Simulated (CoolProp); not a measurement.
R11 along the isobar 56.2 bar: density (kg/m³) from the reference equation and from simpler models built on Tc = 471.1 K, pc = 44.08 bar, ω = 0.189; each cubic takes its own stable root.

Values from CoolProp's reference Helmholtz-energy equation of state, Jacobsen 1992.

| T (K) | phase | reference | van der Waals | Redlich-Kwong | Peng-Robinson |
|---|---|---|---|---|---|
| 216.6 | liquid | 1664 | 1050 | 1550 | 1755 |
| 235.1 | liquid | 1626 | 1031 | 1518 | 1724 |
| 253.7 | liquid | 1587 | 1011 | 1482 | 1690 |
| 272.2 | liquid | … | … | 1445 | 1653 |
| 290.7 | liquid | 1507 | 968.6 | 1406 | 1613 |
| 309.3 | liquid | 1465 | 945.5 | 1363 | … |
| 327.8 | liquid | 1422 | 921.2 | 1318 | 1522 |
| 346.3 | liquid | 1376 | 895.4 | 1269 | 1470 |
| 364.9 | liquid | 1327 | 867.5 | 1217 | 1412 |
| 383.4 | liquid | 1274 | 837.4 | 1159 | 1347 |
| 401.9 | liquid | 1217 | 804.3 | 1096 | 1273 |
| 420.5 | liquid | 1152 | 767.0 | 1025 | 1187 |
| 439 | liquid | 1076 | 724.1 | 942.9 | 1085 |
| 457.5 | liquid | … | … | 842.4 | 955.5 |
| 476.1 | supercritical | 825.7 | 603.2 | 702.8 | 764.8 |

**Question.** Complete the blanks.

**Answer.** 
- 272.2, reference: 1548
- 272.2, van der Waals: 990.4
- 309.3, Peng-Robinson: 1570
- 457.5, reference: 979.7
- 457.5, van der Waals: 672.3
